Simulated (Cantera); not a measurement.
A freely propagating, adiabatic, planar premixed flame of 3.77 % C₃H₈, 20.1 % O₂, 76.2 % N₂, unburnt at 675 K and 570 Torr; mixture-averaged transport, grid criteria slope 0.08 and curve 0.16, no radiation.

Detailed kinetics in Cantera: GRI-Mech 3.0 (53 species, 325 reactions). GRI-Mech 3.0 was tuned for natural gas; its chemistry of propane as a main component is partial and can be far from experiment. Burning velocities carry a grid error of a few per cent, more on coarse grids.

Problem. Predict: laminar burning velocity; thermal thickness; peak x(C₂H₆); peak x(HCO); peak x(H₂); peak x(H).

Solution. 
* **laminar burning velocity**: 203 cm/s
* **thermal thickness**: 0.334 mm
* **peak x(C₂H₆)**: 0.00159
* **peak x(HCO)**: 0.000131
* **peak x(H₂)**: 0.0231
* **peak x(H)**: 0.0123
